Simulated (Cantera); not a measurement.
**Thermodynamics of aluminium nitride and oxide growth, feed Al(CH₃)₃ + NH₃ + H₂**

Input: 1 mol Al(CH₃)₃, 11 mol NH₃, 310 mol H₂, equilibrated at 1473.15 K.

Cantera equilibrium calculation (NASA polynomials, part measured and part estimated; ideal gas, pure solids and liquids). Candidate condensed phases: Al, AlN, C, C₆H₆, C₇H₈, C₈H₁₈; 97 gas species. The feed counts by its element totals alone. Rates play no part.

From 10.0 Pa to 1.00 bar the condensed part is AlN(s) + C(graphite).

```
P (Pa)   x H₂    x N₂     x CH₄       x H  n AlN(s)  n C(graphite)
------  -----  ------  --------  --------  --------  -------------
10      0.984  0.0149   2.84e-7   0.00126     0.932           2.96
46      0.984  0.0148   1.31e-6  0.000586     0.993           2.96
220     0.985  0.0148   6.26e-6  0.000268     0.999           2.96
1000    0.985  0.0148   2.85e-5  0.000126     1.000           2.95
4600    0.985  0.0148  0.000131   5.86e-5     1.000           2.92
22000   0.984  0.0148  0.000625   2.68e-5     1.000           2.75
100000  0.982  0.0149   0.00283   1.26e-5      1.00           2.01
```
x: gas mole fraction; n: condensed amount in mol.
